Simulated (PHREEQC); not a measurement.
Solution (5 °C): 0.26 mol NH4HF2, 0.019 mol (NH4)2SiF6 and 0.0033 mol H3AsO4 per kg of water. Closed to the air; pH follows from the charge balance.

All values are PHREEQC results (ion-association model, wateq4f.dat), not measurements.

```json
{
 "pH": "3.13",
 "ionic_strength": "0.318 mol/kgw",
 "activity_of_water": "0.988",
 "total_alkalinity": "-339 meq/kg"
}
```

```tsv
species	molality	activity	log γ
NH4+	0.298	0.220	-0.131
F-	0.195	0.132	-0.170
HF	0.0961	0.103	0.032
HF2-	0.0629	0.0425	-0.170
H2F2	0.0516	0.0555	0.032
SiF6-2	0.0190	0.00498	-0.581
H2AsO4-	0.00305	0.00225	-0.131
H+	0.000939	0.000737	-0.105
H3AsO4	0.000251	0.000270	0.032
HAsO4-2	6.44e-7	1.93e-7	-0.524
NH3	3.73e-8	3.73e-8	0.000
```

This is a speciation only: nothing precipitates in the calculation. wateq4f.dat counts part of the HF as a dimer, H2F2, which phreeqc.dat doesn't know; its constant is uncertain. Constants without temperature data keep their 25 °C values here. SiF6-2 is the database's only silicon fluoride.
